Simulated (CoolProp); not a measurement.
Ammonia at 394.53 K and 13.3 MPa flows at 25 m/s in a round tube of 10 mm bore and 15 µm roughness, fully developed (64/Re and Nu = 3.66 if laminar; Colebrook and Gnielinski if turbulent). Each further row changes one setting.

Values from CoolProp's reference Helmholtz-energy equation of state, Gao 2020.

```
case             Reynolds number  Darcy friction factor  pressure drop (Pa/m)  heat-transfer coefficient (W/(m² K))  mass flow (kg/h)
---------------  ---------------  ---------------------  --------------------  ------------------------------------  ----------------
as stated                1910000                 0.0218                287000                                174000              2970
velocity 50 m/s          3810000                 0.0218               1150000                                347000              5940
diameter 20 mm           3810000                 0.0184                121000                                149000             11900
```

Viscosity comes from a separate model (Fenghour 1995). Thermal conductivity comes from a separate model (Tufeu 1984).
